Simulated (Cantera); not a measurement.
Cantera run:

```python
import numpy as np
import cantera as ct

gas_names = [...]  # 109 gases of nasa_gas.yaml made of C, Cl, H, Si
cond_names = """
    C(gr) C6H6(L) C7H8(L) C8H18(L),n-octa Si(cr) Si(L) SiC(b)
""".split()


# ... load() reads the species with a 1 bar reference pressure and builds the phases ...
atoms = {
    'SiH4': {'Si': 1, 'H': 4},
    'HCl': {'H': 1, 'CL': 1},
    'H2': {'H': 2},
    'C2H2': {'C': 2, 'H': 2},
}
top_T = {'C(gr)': 4500, 'SiC(b)': 3050}  # K; cautious upper limits of use, not melting points


# ... equilibrate(T, P, feed) seeds the gas with the atoms and calls Mixture.equilibrate('TP', solver="vcs", rtol=1e-11, max_steps=5000) ...
results = []
feed = {'SiH4': 1, 'HCl': 2.4, 'H2': 570, 'C2H2': 0.31}  # mol
P = 6400  # Pa
for T in [1400, 1425, 1450, 1475, 1500, 1525, 1550, 1575, 1600, 1625, 1650, 1675, 1700, 1725]:
    mix = equilibrate(T, P, feed)
    results.append((T, P, feed, dict(zip(mix.species_names, mix.species_moles))))
    x = sorted(zip(gas.X, gas.species_names), reverse=True)
    print(f"T = {T:g} K  P = {P:g} Pa  gas = {mix.phase_moles(0):.4g} mol")
    print("   x: " + "  ".join(f"{s} {v:.3e}" for v, s in x if v > 1e-06))
    print("   condensed (mol): " + ("  ".join(f"{mix.phase(i).name} {mix.phase_moles(i):.4g}"
          for i in range(1, mix.n_phases) if mix.phase_moles(i) > 1e-12) or "none"))
```

Output:

```
T = 1400 K  P = 6400 Pa  gas = 574.7 mol
   x: H2 9.959e-01  HCL 4.076e-03  SiCL2 4.922e-05  H 1.919e-05  CH4 1.315e-06
   condensed (mol): Si(cr) 0.3517  SiC(b) 0.6192
T = 1425 K  P = 6400 Pa  gas = 574.7 mol
   x: H2 9.958e-01  HCL 4.074e-03  SiCL2 5.030e-05  H 2.691e-05  CH4 1.280e-06
   condensed (mol): Si(cr) 0.3511  SiC(b) 0.6193
T = 1450 K  P = 6400 Pa  gas = 574.7 mol
   x: H2 9.958e-01  HCL 4.072e-03  SiCL2 5.135e-05  H 3.731e-05  CH4 1.248e-06
   condensed (mol): Si(cr) 0.3503  SiC(b) 0.6193
T = 1475 K  P = 6400 Pa  gas = 574.7 mol
   x: H2 9.958e-01  HCL 4.070e-03  SiCL2 5.237e-05  H 5.116e-05  CH4 1.217e-06  SiH2 1.075e-06
   condensed (mol): Si(cr) 0.3495  SiC(b) 0.6193
T = 1500 K  P = 6400 Pa  gas = 574.7 mol
   x: H2 9.958e-01  HCL 4.068e-03  H 6.944e-05  SiCL2 5.337e-05  SiH2 1.492e-06  CH4 1.189e-06
   condensed (mol): Si(cr) 0.3486  SiC(b) 0.6193
T = 1525 K  P = 6400 Pa  gas = 574.7 mol
   x: H2 9.958e-01  HCL 4.066e-03  H 9.331e-05  SiCL2 5.433e-05  SiH2 2.047e-06  CH4 1.161e-06
   condensed (mol): Si(cr) 0.3476  SiC(b) 0.6193
T = 1550 K  P = 6400 Pa  gas = 574.7 mol
   x: H2 9.958e-01  HCL 4.064e-03  H 1.242e-04  SiCL2 5.527e-05  SiH2 2.781e-06  CH4 1.136e-06
   condensed (mol): Si(cr) 0.3464  SiC(b) 0.6193
T = 1575 K  P = 6400 Pa  gas = 574.8 mol
   x: H2 9.957e-01  HCL 4.062e-03  H 1.639e-04  SiCL2 5.618e-05  SiH2 3.740e-06  CH4 1.112e-06
   condensed (mol): Si(cr) 0.345  SiC(b) 0.6194
T = 1600 K  P = 6400 Pa  gas = 574.8 mol
   x: H2 9.957e-01  HCL 4.060e-03  H 2.144e-04  SiCL2 5.706e-05  SiH2 4.984e-06  Si 1.524e-06  CH4 1.089e-06
   condensed (mol): Si(cr) 0.3431  SiC(b) 0.6194
T = 1625 K  P = 6400 Pa  gas = 574.8 mol
   x: H2 9.956e-01  HCL 4.058e-03  H 2.783e-04  SiCL2 5.792e-05  SiH2 6.582e-06  Si 2.545e-06  SiH 1.280e-06  CH4 1.067e-06
   condensed (mol): Si(cr) 0.3407  SiC(b) 0.6194
T = 1650 K  P = 6400 Pa  gas = 574.8 mol
   x: H2 9.955e-01  HCL 4.055e-03  H 3.583e-04  SiCL2 5.874e-05  SiH2 8.618e-06  Si 4.186e-06  SiH 1.930e-06  CL 1.144e-06  CH4 1.047e-06
   condensed (mol): Si(cr) 0.3376  SiC(b) 0.6194
T = 1675 K  P = 6400 Pa  gas = 574.8 mol
   x: H2 9.954e-01  HCL 4.053e-03  H 4.579e-04  SiCL2 5.953e-05  SiH2 1.119e-05  Si 6.781e-06  SiH 2.874e-06  CL 1.455e-06  SiCL 1.337e-06  CH4 1.027e-06
   condensed (mol): Si(cr) 0.3334  SiC(b) 0.6194
T = 1700 K  P = 6400 Pa  gas = 574.9 mol
   x: H2 9.953e-01  HCL 4.053e-03  H 5.811e-04  SiCL2 5.911e-05  SiH2 1.412e-05  Si 1.060e-05  SiH 4.141e-06  CL 1.840e-06  SiCL 1.767e-06  CH4 1.030e-06
   condensed (mol): Si(L) 0.3288  SiC(b) 0.6193
T = 1725 K  P = 6400 Pa  gas = 574.9 mol
   x: H2 9.951e-01  HCL 4.056e-03  H 7.323e-04  SiCL2 5.699e-05  SiH2 1.716e-05  Si 1.586e-05  SiH 5.721e-06  CL 2.311e-06  SiCL 2.246e-06  CH4 1.066e-06
   condensed (mol): Si(L) 0.324  SiC(b) 0.6193
```

Method: chemical equilibrium by Gibbs-energy minimisation in Cantera with the NASA 1993 tables (ideal gas, pure condensed phases). Mutual solubility and eutectic melting of coexisting phases are not modelled. Gases not in the tables: Si2H6 and higher silanes.
